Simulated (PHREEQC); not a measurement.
Dissolve 0.0072 mol HF and 0.022 mol NaF per kg of water at 25 °C. Closed to the air; pH follows from the charge balance.

Computed with PHREEQC (ion-association model, wateq4f.dat).

```json
[
 {"quantity": "pH", "before": "3.65", "after": "2.73"},
 {"quantity": "ionic strength (mol/kgw)", "before": "0.0221", "after": "0.00195"},
 {"quantity": "F- (mol/kgw)", "before": "0.0215", "after": "0.00191"},
 {"quantity": "HF (mol/kgw)", "before": "0.00623", "after": "0.00508"},
 {"quantity": "HF2- (mol/kgw)", "before": "0.000517", "after": "3.73e-5"}
]
```

**Question.** What was changed between the two runs?
A) temperature from 25 to 65 °C
B) diluted 10-fold with water
C) HF left out
D) temperature from 25 to 50 °C
E) NaF left out

**Answer.** E, NaF left out

This is a speciation only: nothing precipitates in the calculation.
